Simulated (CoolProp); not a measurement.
Hydrogen chloride along the isobar 56.9 bar: density (kg/m³) from the reference equation and from simpler models built on Tc = 51.5 °C, pc = 83.14 bar, ω = 0.130; each cubic takes its own stable root.

Model: reference Helmholtz-energy equation of state, Thol 2018, in CoolProp.

| T (°C) | phase | reference | ideal gas | van der Waals | Redlich-Kwong | Soave-Redlich-Kwong | Peng-Robinson |
|---|---|---|---|---|---|---|---|
| 47.35 | gas | 117.5 | 77.85 | 106.9 | 112.2 | 112.4 | 116.4 |
| 57.95 | gas | 105.6 | 75.36 | 99.39 | 102.6 | 102.3 | 105.6 |
| 68.55 | gas | 97.19 | 73.02 | 93.28 | 95.28 | 94.76 | 97.58 |
| 79.15 | gas | 90.67 | 70.83 | 88.13 | 89.38 | 88.70 | 91.17 |
| 89.75 | gas | 85.37 | 68.76 | 83.71 | 84.44 | 83.67 | 85.86 |
| 100.35 | gas | 80.91 | 66.81 | 79.84 | 80.21 | 79.38 | 81.35 |
| 110.95 | gas | 77.07 | 64.96 | 76.40 | 76.52 | 75.66 | 77.44 |
| 121.55 | gas | 73.70 | 63.22 | 73.31 | 73.26 | 72.38 | 74.00 |
| 132.15 | gas | 70.70 | 61.56 | 70.53 | 70.34 | 69.45 | 70.94 |
| 142.85 | gas | 67.99 | 59.98 | 67.96 | 67.68 | 66.79 | 68.17 |
| 153.45 | gas | 65.55 | 58.49 | 65.64 | 65.28 | 64.40 | 65.67 |
| 164.05 | gas | 63.33 | 57.07 | 63.49 | 63.09 | 62.22 | 63.40 |
| 174.65 | gas | 61.28 | 55.72 | 61.51 | 61.07 | 60.21 | 61.31 |
| 185.25 | gas | 59.39 | 54.43 | 59.66 | 59.21 | 58.36 | 59.39 |
